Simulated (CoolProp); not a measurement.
Vapour-liquid equilibrium of dimethyl ether (1) + methanol (2) at 338.9 K; x and y are mole fractions of (1).

Computed with CoolProp (multi-fluid Helmholtz-energy mixture model, Wu 2011 and de Reuck 1993; pair parameters Bell 2016).

```tsv
x	bubble pressure, mixture model (kPa)	bubble pressure, Raoult's law (kPa)	y, mixture model	y, Raoult's law
0.05	?	183.5	0.576	0.449
0.2	598.5	414.7	0.835	0.795
0.35	853.2	645.8	0.892	0.893
0.5	1041	877.0	0.919	0.939
0.65	?	1108	0.939	0.966
0.8	?	1339	0.960	0.984
0.95	?	1570	0.988	0.997
```

Some entries are withheld; supply them.


- 0.05, bubble pressure, mixture model (kPa): 247.0
- 0.65, bubble pressure, mixture model (kPa): 1200
- 0.8, bubble pressure, mixture model (kPa): 1365
- 0.95, bubble pressure, mixture model (kPa): 1567

The largest gap from Raoult's law is +44.3 % in bubble pressure, at x = 0.2. No azeotrope shows between x = 0.05 and 0.95.

Pair parameters are fitted to limited data, so mixtures are less certain than the pure fluids.
